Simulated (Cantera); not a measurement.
**Ignition delay**

Mixture: CH4 : O2 : N2 : H2O : C2H6 = 1 : 4.65 : 17.5 : 2.3 : 0.11 (molar parts), equivalence ratio 0.51, at 22.0 bar, adiabatic and at constant pressure. Ignition delay is the time to a rise of 400 K.

Computed with Cantera and GRI-Mech 3.0 (53 species, 325 reactions). The pressure lies above the range GRI-Mech 3.0 was tuned for (to about 10 atm).

```
T0 (K)  delay (ms)
------  ----------
1275         0.293
1325         0.166
1375        0.0982
1425        0.0605
1475        0.0386
1525        0.0254
1575        0.0172
```

```yaml
apparent activation energy between 1475 and 1575 K: 160 kJ/mol
```
